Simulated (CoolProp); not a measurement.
The numbers come from the reference Helmholtz-energy equation of state, Tillner-Roth 1994 in CoolProp.

Task: For R134a, give the phase and the density (kg/m³), Joule-Thomson coefficient (K/MPa), isothermal compressibility (1/MPa), expansivity (1/kK) at 315.1 K and 1.59 MPa.

Result: 
- 315.1 K and 1.59 MPa: liquid; density 1140, Joule-Thomson coefficient 0.132, isothermal compressibility 0.00741, expansivity 3.89
